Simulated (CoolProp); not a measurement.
Methane at 298.15 K and 0.25 MPa is throttled through a valve to 0.0775 MPa with no heat exchange. Each further row changes one setting.

Values from CoolProp's reference Helmholtz-energy equation of state, Setzmann 1991.

```tsv
case	temperature change (K)	final density (kg/m³)
as stated	?	0.504
outlet pressure 0.0232 MPa	?	0.151
outlet pressure 0.101 MPa	?	0.656
```

Task: Some entries are withheld; supply them.

Result: 
- as stated, temperature change (K): -0.8
- outlet pressure 0.0232 MPa, temperature change (K): -1.0
- outlet pressure 0.101 MPa, temperature change (K): -0.7
